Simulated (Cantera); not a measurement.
**Thermodynamics of hydrogen reduction and annealing atmospheres, feed V2O3 + H2 + H2O**

A closed system holds: 1 mol V2O3, 77 mol H2, 0.96 mol H2O, held at 1498.15 K and 1.00 mbar.

Equilibrium computed with Cantera from the NASA thermochemical tables; the gas is ideal and each condensed phase is pure. Candidate condensed phases: H2O, V, VO, V2O3, V2O4, V2O5; 12 gas species. Condensed phases not in the tables: the oxides between V2O3 and V2O5 other than VO2. The numbers say what is thermodynamically allowed, not how fast it happens.

The x(H2) comes out as 0.987, the x(H2O) is 0.0123 and the x(H) is 0.000541. The n(V2O3(s)) is 1.000 mol, the gas amount is 77.98 mol and the log10 activity of V(s) (absent) is -3.26. The log10 activity of V2O5(l) (absent) comes out as -11.13.
